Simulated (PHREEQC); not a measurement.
PHREEQC input (ion-association model, wateq4f.dat):

```
SOLUTION_MASTER_SPECIES
  An  An-  0  An  62.0  # stands for a non-complexing anion
SOLUTION_SPECIES
  An- = An-
    -log_k 0
    -gamma 3.0 0
PHASES
  Fix_H+
    H+ = H+
    -log_k 0
SOLUTION 1
  temp 25
  units mmol/kgw
  pH 7 charge
  Cl 0.18
  Mg 0.09
  Na 300
  An 300
END
SELECTED_OUTPUT 1
  -reset false
  -pH true
  -pe true
  -ionic_strength true
  -water true
  -totals Cl Mg Na
  -molalities Hfo_wOH Hfo_wOH2+ Hfo_wO- Hfo_sOH Hfo_sOH2+ Hfo_sO- Hfo_wOMg+
  -saturation_indices Brucite Halite
USER_PUNCH 1
  -headings sigma psi
  10 PUNCH EDL("sigma", "Hfo"), EDL("psi", "Hfo")
PRINT
  -reset false
USE solution 1
SURFACE 1
  Hfo_wOH 0.00696629 600 3.1
  Hfo_sOH 0.000174157
EQUILIBRIUM_PHASES 1
  Fix_H+ -3 HAn 10
    -force_equality true
  O2(g) -0.68 10
END
# ... the last block is repeated for the other 16 points of pH, with NaOH or the acid as the point needs
```

Selected output (columns that matter, 17 of 17 rows; pH added in front):

```
pH	mu	Cl	Mg	Na	m_Hfo_wOH	m_Hfo_wOH2+	m_Hfo_wO-	m_Hfo_sOH	m_Hfo_sOH2+	m_Hfo_sO-	si_Brucite	si_Halite	sigma	psi
3	0.3051	0.00018	9e-05	0.3	4.6477e-05	0.0069198	7.1513e-09	1.1619e-06	0.00017299	1.7878e-10	-15.398	-6.1577	0.36796	0.12524
3.5	0.30417	0.00018	9e-05	0.3	0.00014148	0.0068247	6.7188e-08	3.537e-06	0.00017062	1.6797e-09	-14.398	-6.1575	0.3629	0.12462
4	0.30376	0.00018	9e-05	0.3	0.00039943	0.0065663	5.5663e-07	9.9858e-06	0.00016416	1.3916e-08	-13.397	-6.1574	0.34913	0.1227
4.5	0.30338	0.00018	9e-05	0.3	0.00096568	0.005997	3.5623e-06	2.4142e-05	0.00014993	8.9058e-08	-12.397	-6.1573	0.3187	0.11813
5	0.30288	0.00018	8.9998e-05	0.3	0.0018677	0.0050829	1.5722e-05	4.6693e-05	0.00012707	3.9305e-07	-11.397	-6.1572	0.26945	0.10975
5.5	0.3023	0.00018	8.9985e-05	0.3	0.0029065	0.0040115	4.8243e-05	7.2663e-05	0.00010029	1.2061e-06	-10.397	-6.157	0.21075	0.097611
6	0.30176	0.00018	8.989e-05	0.3	0.0038416	0.0030124	0.00011223	9.6041e-05	7.531e-05	2.8058e-06	-9.3974	-6.1569	0.15422	0.082558
6.5	0.30129	0.00018	8.9203e-05	0.3	0.0045467	0.0022039	0.00021488	0.00011368	5.5104e-05	5.3726e-06	-8.4005	-6.1568	0.10581	0.065338
7	0.30089	0.00018	8.4512e-05	0.3	0.0050018	0.001601	0.00035799	0.00012514	4.0056e-05	8.9569e-06	-7.4239	-6.1567	0.066381	0.046423
7.5	0.30051	0.00018	6.1201e-05	0.3	0.0052361	0.0011599	0.00054152	0.00013145	2.9117e-05	1.3594e-05	-6.564	-6.1566	0.034377	0.026301
8	0.30013	0.00018	2.0551e-05	0.30001	0.0052933	0.00083284	0.00077071	0.00013366	2.1031e-05	1.9462e-05	-6.0378	-6.1565	0.0069072	0.0055113
8.5	0.30038	0.00018	3.5837e-06	0.30056	0.0052309	0.00059456	0.0010543	0.00013242	1.5051e-05	2.6688e-05	-5.7965	-6.1557	-0.019971	-0.015713
9	0.30067	0.00018	5.4209e-07	0.30115	0.0050406	0.00040739	0.0014287	0.00012765	1.0317e-05	3.6183e-05	-5.6173	-6.155	-0.049687	-0.036531
9.5	0.30104	0.00017999	8.6779e-08	0.30186	0.0046717	0.00025668	0.0019478	0.00011832	6.5009e-06	4.9332e-05	-5.4145	-6.154	-0.085294	-0.056194
10	0.30156	0.00017999	1.5744e-08	0.3028	0.0040748	0.0001431	0.0026581	0.0001032	3.6243e-06	6.7322e-05	-5.1604	-6.1528	-0.12912	-0.074272
10.5	0.30238	0.00017999	3.4595e-09	0.30413	0.0032381	6.7277e-05	0.0035704	8.2013e-05	1.7039e-06	9.0429e-05	-4.8326	-6.1511	-0.18168	-0.090365
11	0.30394	0.00017998	1.0334e-09	0.30624	0.0022345	2.4778e-05	0.0046164	5.6594e-05	6.2756e-07	0.00011692	-4.3989	-6.1485	-0.23959	-0.10381
```

The oxide is taken as insoluble; below pH 4 it would dissolve.
